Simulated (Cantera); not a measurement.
A perfectly stirred reactor is fed with CH4 : N2 = 1 : 7.1 (molar parts), at 7600 Pa; it is held at 1600 K, and followed from long to short residence time.

Computed with Cantera and GRI-Mech 3.0 (53 species, 325 reactions). GRI-Mech 3.0 stops at C3 and has no aromatics, soot or wall deposition, so with more carbon than oxygen in the feed, carbon stays in small species such as C2H2 where larger ones or solid carbon would form.

```csv
quantity,before,after
x(CH4) at τ = 1.70 s,0.0372,0.0948
x(C2H2) at τ = 1.70 s,0.0379,0.00986
x(C2H4) at τ = 1.70 s,0.000342,0.00257
x(CH3) at τ = 1.70 s,0.000258,0.000976
x(C2H) at τ = 1.70 s,4.41e-8,1.99e-8
x(CH4) at τ = 59.0 ms,0.105,0.123
x(C2H2) at τ = 59.0 ms,0.00528,1.31e-7
x(C2H4) at τ = 59.0 ms,0.00244,2.48e-6
x(CH3) at τ = 59.0 ms,0.000645,7.62e-5
x(C2H) at τ = 59.0 ms,6.52e-9,<1e-12
```

Task: Which change was made?
(A) N2 7.1 to 28 parts
(B) pressure from 7600 Pa to 101000 Pa
(C) pressure from 7600 Pa to 200 Pa
(D) temperature 1600 to 1850 K

Result: C, pressure from 7600 Pa to 200 Pa
